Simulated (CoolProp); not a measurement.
Properties of n-butane along the isobar 0.101 MPa.

The numbers come from the reference Helmholtz-energy equation of state, Bücker 2006 in CoolProp.

| T (K) | phase | cp (kJ/(kg K)) | cv (kJ/(kg K)) | speed of sound (m/s) | expansivity (1/kK) | viscosity (µPa s) |
|---|---|---|---|---|---|---|
| 142.3 | liquid | 1.979 | 1.442 | ? | ? | 1740 |
| 148.2 | liquid | 1.984 | 1.442 | 1741 | 1.288 | 1440 |
| 154.2 | liquid | 1.990 | 1.443 | 1705 | 1.298 | 1220 |
| 160.2 | liquid | ? | 1.444 | 1668 | 1.309 | 1050 |
| 166.2 | liquid | 2.004 | 1.446 | 1633 | 1.321 | 917 |
| 172.1 | liquid | 2.012 | 1.448 | 1598 | 1.334 | 810 |
| 178.1 | liquid | 2.021 | 1.452 | ? | 1.349 | 720 |
| 184.1 | liquid | ? | 1.456 | 1529 | 1.364 | 645 |
| 190.1 | liquid | 2.042 | 1.462 | 1495 | 1.381 | 582 |
| 196.1 | liquid | ? | 1.468 | ? | 1.398 | 528 |

Question: Some entries are withheld; supply them.

Answer: 
- 142.3, speed of sound (m/s): 1779
- 142.3, expansivity (1/kK): 1.280
- 160.2, cp (kJ/(kg K)): 1.997
- 178.1, speed of sound (m/s): 1564
- 184.1, cp (kJ/(kg K)): 2.031
- 196.1, cp (kJ/(kg K)): 2.054
- 196.1, speed of sound (m/s): 1461

Viscosity comes from a separate model (Vogel 1999).
